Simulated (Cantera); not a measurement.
**Diamond growth**

A diamond (100) surface in a fixed gas of H2 with x(CH4) = 0.018, x(H) = 0.0041, x(CH3) = 2.1e-05, at 1200 K; coverages are run to steady state.

Cantera simulation using the Harris–Goodwin 1993 mechanism for the reconstructed diamond (100) surface; the numbers are that mechanism's predictions, not measurements.

| P (Pa) | growth (µm/h) | θ c6HH | θ c6H* | θ c6*H | θ c6** | θ c6HM |
|---|---|---|---|---|---|---|
| 620 | 0.0139 | 0.444 | 0.0382 | 0.489 | 0.0288 | 4.75e-5 |
| 1100 | 0.0310 | 0.444 | 0.0382 | 0.489 | 0.0288 | 8.23e-5 |
| 1900 | 0.0700 | 0.444 | 0.0382 | 0.489 | 0.0288 | 0.000136 |
| 3200 | 0.158 | 0.444 | 0.0382 | 0.489 | 0.0288 | 0.000214 |
| 5600 | 0.383 | 0.443 | 0.0382 | 0.489 | 0.0288 | 0.000333 |
| 9700 | 0.900 | 0.443 | 0.0383 | 0.489 | 0.0288 | 0.000485 |
| 17000 | 2.06 | 0.443 | 0.0383 | 0.489 | 0.0288 | 0.000663 |
| 29000 | 4.29 | 0.443 | 0.0384 | 0.488 | 0.0288 | 0.000830 |
θ: site fractions in the mechanism's names (c6HH fully hydrogenated, c6H* and c6*H radical sites, c6** diradical, c6HM methylated).
